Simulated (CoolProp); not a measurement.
Vapour-liquid equilibrium of trans-2-butene (1) + acetone (2) at 0.0137 MPa; x and y are mole fractions of (1).

The numbers come from the multi-fluid Helmholtz-energy mixture model, Lemmon 2005 and Lemmon 2006; pair parameters Bell 2016 in CoolProp.

Give the bubble temperature and the first vapour's composition at x = 0.425, 0.5, 0.65. Is there an azeotrope?

x = 0.425: 233.3 K, y = 0.958; x = 0.5: 233.1 K, y = 0.959; x = 0.65: 233.0 K, y = 0.960. No azeotrope shows between x = 0.05 and 0.95.

The pair parameters rest on a limited set of measurements; away from them the model extrapolates. With so large a gap from Raoult's law the liquid may split in two, which this calculation doesn't test in full.
